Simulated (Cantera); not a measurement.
Feed: 1 mol SiH₄, 0.45 mol NH₃, 0.92 mol H₂, at 0.0130 bar.

Cantera equilibrium calculation (NASA polynomials, part measured and part estimated; ideal gas, pure solids and liquids). Candidate condensed phases: Si, Si₃N₄; 18 gas species. Mutual solubility and eutectic melting of coexisting phases are not modelled. The tables' values for SiN are old estimates; treat these amounts as uncertain. Gases not in the tables: Si₂H₆ and higher silanes. Kinetics and transport are ignored.

log p: log10 of the partial pressure in bar; n: condensed amount in mol.

| T (K) | log p H₂ | log p N₂ | log p H | log p Si | n Si(s) | n Si₃N₄(s) | n Si(l) |
|---|---|---|---|---|---|---|---|
| 1023 | -1.89 | -10.35 | -9.33 | <-13 | 0.662 | 0.113 | 0 |
| 1173 | -1.89 | -7.92 | -7.87 | -12.31 | 0.663 | 0.112 | 0 |
| 1323 | -1.89 | -6.04 | -6.74 | -10.05 | 0.663 | 0.112 | 0 |
| 1473 | -1.89 | ? | ? | ? | 0.674 | 0.109 | 0 |
| 1623 | -1.90 | ? | ? | ? | ? | ? | 0 |
| 1773 | -1.91 | -3.12 | -4.50 | -5.67 | 0 | 0 | 0.999 |
| 1923 | -1.92 | -3.12 | -3.98 | -4.77 | 0 | 0 | 0.994 |
| 2073 | -1.93 | -3.12 | -3.54 | -4.00 | 0 | 0 | 0.966 |

### Question
Complete the blanks.

### Answer

- 1473, log p N₂: -4.56
- 1473, log p H: -5.84
- 1473, log p Si: -8.26
- 1623, log p N₂: -3.35
- 1623, log p H: -5.11
- 1623, log p Si: -6.81
- 1623, n Si(s): 0.852
- 1623, n Si₃N₄(s): 0.0492
